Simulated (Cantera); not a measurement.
Premixed flame

A freely propagating, adiabatic, planar premixed flame of 50.0 % H2, 9.25 % O2, 40.8 % N2, unburnt at 575 K and 975 Torr; mixture-averaged transport, grid criteria slope 0.08 and curve 0.16, no radiation.

Model: the H2/O2 subset of GRI-Mech 3.0, which has no nitrogen chemistry, integrated in Cantera. Burning velocities carry a grid error of a few per cent, more on coarse grids.

```tsv
z (mm)	T (K)	u (m/s)	x H2	x O2	x H	x O	x HO2	x OH
-1.02	575	6.86	0.500	0.0925	<1e-8	<1e-8	<1e-8	<1e-8
-0.681	575	6.86	0.500	0.0925	<1e-8	<1e-8	<1e-8	<1e-8
-0.510	575	6.86	0.500	0.0925	<1e-8	<1e-8	2.38e-8	<1e-8
-0.340	575	6.86	0.500	0.0925	1.47e-7	<1e-8	2.17e-6	<1e-8
-0.170	621	7.34	0.494	0.0921	0.000428	1.94e-5	0.000275	9.80e-5
-0.0851	848	9.81	0.463	0.0847	0.00751	0.000236	0.000157	0.000424
0	1187	13.4	0.392	0.0557	0.0343	0.00143	6.92e-5	0.00106
0.0851	1418	15.9	0.328	0.0179	0.0594	0.00138	2.10e-5	0.00157
0.170	1522	17.1	0.308	0.00385	0.0640	0.000555	4.35e-6	0.00147
0.340	1614	18.0	0.309	0.000267	0.0564	0.000235	2.90e-7	0.00147
0.681	1705	18.9	0.317	4.69e-5	0.0440	0.000159	5.93e-8	0.00143
1.36	1790	19.7	0.326	2.59e-5	0.0316	9.43e-5	3.53e-8	0.00125
2.72	1861	20.4	0.333	1.25e-5	0.0211	4.64e-5	1.89e-8	0.000962
```
x: mole fraction of selected species; z is measured from the peak of heat release.

```
Item                         Value
------------------------  --------
laminar burning velocity  686 cm/s
thermal thickness         0.340 mm
peak x(H)                   0.0641
peak x(O)                  0.00172
peak x(HO2)               0.000278
peak x(OH)                 0.00157
```
